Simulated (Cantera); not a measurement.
Input: 1 mol SiCl4, 21 mol NO, 47 mol H2, held at 1400 K and 45.0 mbar.

These are equilibrium values from Cantera (NASA tables, ideal gas, pure condensed phases), not measurements of a reactor. Candidate condensed phases: H2O, NH4Cl, Si, SiO2, Si2N2O, Si3N4; 47 gas species. The tables hold silica as quartz up to 1696 K and as liquid above; real silica turns to tridymite and cristobalite and melts near 1996 K. Gases not in the tables: Si(OH)4. Rates play no part.

Q: What is the equilibrium state?

A: 
```json
{
  "x(H2)": "0.437",
  "x(H2O)": "0.319",
  "x(N2)": "0.176",
  "x(HCl)": "0.0672",
  "x(H)": "1.52e-5",
  "x(Cl)": "1.92e-6",
  "n(SiO2(β-quartz))": "1.00 mol",
  "gas_amount": "59.50 mol",
  "log10 activity of Si(s) (absent)": "-11.69"
}
```
